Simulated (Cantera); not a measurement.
Mixture: CH₄ : O₂ : N₂ = 1 : 4 : 15 (molar parts), at 5.00 bar, adiabatic and at constant volume. Ignition delay is the time to a rise of 400 K.

Computed with Cantera and GRI-Mech 3.0 (53 species, 325 reactions).

**Question.** What does this change do: pressure from 5.00 bar to 1.00 bar?

**Answer.** 
```
quantity                                                before       after
--------------------------------------------------  ----------  ----------
delay at 1125 K                                        19.1 ms     94.8 ms
delay at 1225 K                                        5.01 ms     21.6 ms
delay at 1325 K                                        1.51 ms     5.83 ms
delay at 1425 K                                       0.512 ms     1.87 ms
delay at 1525 K                                       0.196 ms    0.716 ms
delay at 1625 K                                        84.3 µs    0.322 ms
apparent activation energy between 1425 and 1625 K  170 kJ/mol  170 kJ/mol
```

**Question.** What does this change do: pressure from 5.00 bar to 1.01 bar?

**Answer.** 
```
quantity                                                before       after
--------------------------------------------------  ----------  ----------
delay at 1125 K                                        19.1 ms     93.7 ms
delay at 1225 K                                        5.01 ms     21.4 ms
delay at 1325 K                                        1.51 ms     5.77 ms
delay at 1425 K                                       0.512 ms     1.85 ms
delay at 1525 K                                       0.196 ms    0.709 ms
delay at 1625 K                                        84.3 µs    0.318 ms
apparent activation energy between 1425 and 1625 K  170 kJ/mol  170 kJ/mol
```
